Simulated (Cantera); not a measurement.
**SiH4 + H2 (silicon epitaxy and polysilicon growth)**

Input: 1 mol SiH4, 210 mol H2, equilibrated at 1.50 bar.

These are equilibrium values from Cantera (NASA tables, ideal gas, pure condensed phases), not measurements of a reactor. Candidate condensed phases: Si; 9 gas species. Gases not in the tables: Si2H6 and higher silanes. Rates play no part.

From 1150 K to 1650 K the condensed part is Si(s). At 1750 K the condensed part is Si(l). The main Si-bearing gas is SiH4 at 1150 K and SiH2 at 1750 K.

```json
[
 {"T (K)": "1150", "x H2": "1.000", "x H": "6.09e-8", "x SiH2": "4.15e-9", "x SiH4": "8.83e-7", "n Si(s)": "1.000", "n Si(l)": "0"},
 {"T (K)": "1250", "x H2": "1.000", "x H": "3.95e-7", "x SiH2": "3.13e-8", "x SiH4": "1.07e-6", "n Si(s)": "1.000", "n Si(l)": "0"},
 {"T (K)": "1350", "x H2": "1.000", "x H": "1.95e-6", "x SiH2": "1.75e-7", "x SiH4": "1.26e-6", "n Si(s)": "1.000", "n Si(l)": "0"},
 {"T (K)": "1450", "x H2": "1.000", "x H": "7.72e-6", "x SiH2": "7.69e-7", "x SiH4": "1.44e-6", "n Si(s)": "1.000", "n Si(l)": "0"},
 {"T (K)": "1550", "x H2": "1.000", "x H": "2.57e-5", "x SiH2": "2.79e-6", "x SiH4": "1.63e-6", "n Si(s)": "0.999", "n Si(l)": "0"},
 {"T (K)": "1650", "x H2": "1.000", "x H": "7.42e-5", "x SiH2": "8.66e-6", "x SiH4": "1.82e-6", "n Si(s)": "0.998", "n Si(l)": "0"},
 {"T (K)": "1750", "x H2": "1.000", "x H": "0.000190", "x SiH2": "2.08e-5", "x SiH4": "1.78e-6", "n Si(s)": "0", "n Si(l)": "0.995"}
]
```
x: gas mole fraction; n: condensed amount in mol.
